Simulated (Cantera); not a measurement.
A Cantera script and what it prints.

```python
import numpy as np
import cantera as ct

gas_names = [...]  # 77 gases of nasa_gas.yaml made of C, H, Ta
cond_names = """
    C(gr) C6H6(L) C7H8(L) C8H18(L),n-octa Ta(cr) Ta(L) TaC(s) TaC(L)
""".split()


# ... load() reads the species with a 1 bar reference pressure and builds the phases ...
atoms = {
    'Ta': {'Ta': 1},
    'CH4': {'C': 1, 'H': 4},
    'H2': {'H': 2},
}
top_T = {'C(gr)': 4500}  # K; cautious upper limits of use, not melting points


# ... equilibrate(T, P, feed) seeds the gas with the atoms and calls Mixture.equilibrate('TP', solver="vcs", rtol=1e-11, max_steps=5000) ...
results = []
feed = {'Ta': 1, 'CH4': 2.9, 'H2': 130}  # mol
P = 3000  # Pa
for T in [1648, 1748, 1848, 1948, 2048, 2148, 2248, 2348, 2448, 2548]:
    mix = equilibrate(T, P, feed)
    results.append((T, P, feed, dict(zip(mix.species_names, mix.species_moles))))

top = {s: max(r[3][s] / sum(r[3][g] for g in gas_names) for r in results) for s in gas_names}
cols = sorted((s for s in top if top[s] > 1e-06), key=lambda s: -top[s])[:7]
seen = [c for c in cond_names if any(r[3].get(c, 0) > 1e-12 for r in results)]
print("log10 of partial pressures in bar; condensed amounts in mol")
print(f"{'T/K':>10s}" + "".join(f"{s[:9]:>10s}" for s in cols + seen))
for T, P, feed, n in results:
    ng = sum(n[g] for g in gas_names)
    print(f"{T:10.4g}" + "".join(f"{np.log10(max(n[s] / ng * P / 1e5, 1e-99)):10.3f}" for s in cols)
          + "".join(f"{n.get(c, 0):10.4g}" for c in seen))
```

Result:

```
log10 of partial pressures in bar; condensed amounts in mol
       T/K        H2         H C2H2,acet       C2H       CH4      C4H2        C3     C(gr)    TaC(s)
      1648    -1.523    -4.812    -5.873   -11.525    -5.919   -10.632   -15.149     1.882         1
      1748    -1.524    -4.403    -5.471   -10.506    -6.083    -9.824   -13.652     1.865         1
      1848    -1.524    -4.038    -5.114    -9.598    -6.230    -9.104   -12.321     1.827         1
      1948    -1.526    -3.710    -4.794    -8.785    -6.362    -8.461   -11.129     1.752         1
      2048    -1.529    -3.414    -4.508    -8.052    -6.484    -7.882   -10.056     1.615         1
      2148    -1.534    -3.147    -4.252    -7.390    -6.599    -7.361    -9.086     1.384         1
      2248    -1.543    -2.905    -4.023    -6.789    -6.710    -6.891    -8.204     1.016         1
      2348    -1.556    -2.686    -3.819    -6.242    -6.821    -6.468    -7.399    0.4613         1
      2448    -1.576    -2.489    -3.710    -5.816    -6.973    -6.228    -6.769         0         1
      2548    -1.603    -2.311    -3.727    -5.536    -7.186    -6.234    -6.352         0         1
```

Method: chemical equilibrium by Gibbs-energy minimisation in Cantera with the NASA 1993 tables (ideal gas, pure condensed phases). TaC: taken at fixed stoichiometry. Condensed phases not in the tables: Ta2C.
